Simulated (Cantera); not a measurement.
An isothermal, constant-pressure homogeneous reactor starts with 30.3 % C₂H₆, 69.7 % N₂, at 1575 K and 0.0263 atm.

Cantera simulation using GRI-Mech 3.0 (53 species, 325 reactions); the numbers are that mechanism's predictions, not measurements. GRI-Mech 3.0 stops at C3 and has no aromatics, soot or wall deposition, so with more carbon than oxygen in the feed, carbon stays in small species such as C2H2 where larger ones or solid carbon would form. Radical loss at walls, strong at low pressure, is not modelled.

### Question
Predict: x(C₂H₆) at 200 s; x(C₂H₂) at 200 s; x(H₂) at 200 s; x(CH₄) at 200 s; x(HCN) at 200 s.

### Answer
```json
{
 "x(C₂H₆) at 200 s": "1.31e-8 (gas-phase equilibrium 9.04e-9)",
 "x(C₂H₂) at 200 s": "0.188 (gas-phase equilibrium 0.130)",
 "x(H₂) at 200 s": "0.376 (gas-phase equilibrium 0.376)",
 "x(CH₄) at 200 s": "0.00105 (gas-phase equilibrium 0.000870)",
 "x(HCN) at 200 s": "1.15e-6 (gas-phase equilibrium 0.116)"
}
```
